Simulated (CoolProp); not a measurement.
R123 along the isobar 47.9 bar: Z from the reference equation and from simpler models built on Tc = 183.7 °C, pc = 36.62 bar, ω = 0.282; each cubic takes its own stable root.

The numbers come from the reference Helmholtz-energy equation of state, Younglove 1994 in CoolProp. It is a modified Benedict-Webb-Rubin equation, recast in Helmholtz form.

| T (°C) | phase | reference |
|---|---|---|
| 147.25 | liquid | 0.1893 |
| 152.55 | liquid | 0.1911 |
| 157.85 | liquid | 0.1933 |
| 163.15 | liquid | 0.1961 |
| 168.45 | liquid | 0.1996 |
| 173.75 | liquid | 0.2042 |
| 179.05 | liquid | 0.2103 |
| 184.35 | supercritical | 0.2189 |
| 189.65 | supercritical | 0.2322 |
| 195.05 | supercritical | 0.2572 |
| 200.35 | supercritical | 0.3100 |
| 205.65 | supercritical | 0.3871 |
| 210.95 | supercritical | 0.4536 |
| 216.25 | supercritical | 0.5039 |
| 221.55 | supercritical | 0.5435 |
| 226.85 | supercritical | 0.5761 |

How far does each simpler model (van der Waals, Soave-Redlich-Kwong) lie from the reference over these 16 states: mean and median of the absolute difference, and the worst?


- van der Waals: mean 35.3 %, median 44.1 %, worst +56.7 % at 147.25 °C and 47.9 bar
- Soave-Redlich-Kwong: mean 15.6 %, median 17.2 %, worst +24.3 % at 189.65 °C and 47.9 bar
